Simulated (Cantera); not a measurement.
Cantera run:

```python
import numpy as np
import cantera as ct

gas_names = """
    Electron H H+ H- HO2 H2 H2+ H2- H2O H2O+ H2O2 H2S H2SO4 H3O+ O O+ O- OH OH+ OH- O2 O2+ O2- O3 S S+
    S- SH SO SO2 SO3 S2 S2O S8
""".split()
cond_names = """
    H2O(s) H2O(L) H2SO4(L) S(cr1) S(cr2) S(L)
""".split()


def load(file, names, dense=False):
    # The tables refer to 1 bar. Condensed volumes are neglected.
    table = {s.name: s for s in ct.Species.list_from_file(file)}
    out = []
    for n in names:
        d = dict(table[n].input_data)
        d["thermo"] = dict(d["thermo"], **{"reference-pressure": 1e5})
        if dense:
            d["equation-of-state"] = {"model": "constant-volume", "density": "1e6 g/cm^3"}
        out.append(ct.Species.from_dict(d))
    return out


gas = ct.Solution(thermo="ideal-gas", species=load("nasa_gas.yaml", gas_names))
cond = {s.name: ct.Solution(thermo="fixed-stoichiometry", species=[s], name=s.name)
        for s in load("nasa_condensed.yaml", cond_names, dense=True)}
atoms = {
    'H2S': {'H': 2, 'S': 1},
    'O2': {'O': 2},
}
top_T = {}  # K; cautious upper limits of use, not melting points


def equilibrate(T, P, feed):
    n = {}
    for name, mol in feed.items():
        for a, k in atoms[name].items():
            n[a] = n.get(a, 0.0) + k * mol
    gas.TPX = T, P, n
    mass = sum(n.values()) * gas.mean_molecular_weight
    gas.equilibrate("TP")
    valid = [c for c in cond.values() if c.min_temp <= T <= top_T.get(c.name, c.max_temp)]
    mix = ct.Mixture([(gas, mass / gas.mean_molecular_weight)] + [(c, 0.0) for c in valid])
    mix.T, mix.P = T, P
    mix.equilibrate("TP", solver="vcs", rtol=1e-11, max_steps=5000)
    return mix


results = []
feed = {'H2S': 1, 'O2': 3.1}  # mol
P = 78  # Pa
for T in [2000, 2500, 3000, 3500, 4000, 4500, 5000]:
    mix = equilibrate(T, P, feed)
    results.append((T, P, feed, dict(zip(mix.species_names, mix.species_moles))))

top = {s: max(r[3][s] / sum(r[3][g] for g in gas_names) for r in results) for s in gas_names}
cols = sorted((s for s in top if top[s] > 1e-06), key=lambda s: -top[s])[:5]
seen = [c for c in cond_names if any(r[3].get(c, 0) > 1e-12 for r in results)]
print("log10 of partial pressures in bar; condensed amounts in mol")
print(f"{'T/K':>10s}" + "".join(f"{s[:9]:>10s}" for s in cols + seen))
for T, P, feed, n in results:
    ng = sum(n[g] for g in gas_names)
    print(f"{T:10.4g}" + "".join(f"{np.log10(max(n[s] / ng * P / 1e5, 1e-99)):10.3f}" for s in cols)
          + "".join(f"{n.get(c, 0):10.4g}" for c in seen))
```

Result:

```
log10 of partial pressures in bar; condensed amounts in mol
       T/K         O        O2       SO2       H2O         H
      2000    -4.914    -3.478    -3.676    -3.702    -5.540
      2500    -3.697    -3.716    -3.979    -4.326    -3.946
      3000    -3.308    -4.725    -5.813    -6.937    -3.763
      3500    -3.281    -5.948    -8.381    -9.336    -3.771
      4000    -3.280    -6.904   -10.420   -11.147    -3.771
      4500    -3.280    -7.651   -12.016   -12.560    -3.771
      5000    -3.280    -8.251   -13.302   -13.693    -3.771
```

Method: chemical equilibrium by Gibbs-energy minimisation in Cantera with the NASA 1993 tables (ideal gas, pure condensed phases).
